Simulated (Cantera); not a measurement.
Source: NASA polynomial tables (part measured, part estimated), evaluated in Cantera. Values are per mole of reaction as written; species without (g) are pure solids or liquids, kept so even where they would boil at 1 bar.

Task: Between 300 and 465 K, where is each reaction favourable under standard conditions?
- 6 TiOCl₂(g) ⇌ O(g) + 3 TiCl₄ + Ti₃O₅
- 2 TiCl₃ + 3 O(g) ⇌ 3 Cl₂(g) + Ti₂O₃

Result: 
- 6 TiOCl₂(g) ⇌ O(g) + 3 TiCl₄ + Ti₃O₅: ΔG° is -1086 kJ at 300 K and -949 kJ at 465 K; it stays negative (K > 1). ΔH° is -1305 kJ and ΔS° -766 J/K at 465 K.
- 2 TiCl₃ + 3 O(g) ⇌ 3 Cl₂(g) + Ti₂O₃: ΔG° is -820 kJ at 300 K and -815 kJ at 465 K; it stays negative (K > 1). ΔH° is -832 kJ and ΔS° -35 J/K at 465 K.
